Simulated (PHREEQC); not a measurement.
1 kg of water holding 0.082 mol KCl, 0.0034 mol NaBr, 0.0073 mol MgBr2, 0.0037 mol NaCl and 0.003 mol CaSO4 is evaporated at 25 °C; the solids stay in contact with the brine. The system is closed to CO2. Solids allowed: Arcanite, Bischofite, Bloedite, Brucite, Carnallite, Epsomite, Glaserite, Glauberite, Gypsum, Anhydrite, Halite, Hexahydrite, Kainite, Kieserite, Leonite, Mirabilite, Misenite, Polyhalite, Portlandite, Schoenite, Sylvite, Syngenite, Thenardite, MgCl2_4H2O. Others were left out.

The series has 28 steps of water left (kg), from 1 to 0.004912.

Computed with PHREEQC (Pitzer model, pitzer.dat).

Q: Which solids form, in which order, and at which step of the series does each first stand?

A: Gypsum from water left = 0.03563 kg; Sylvite from water left = 0.01621 kg.
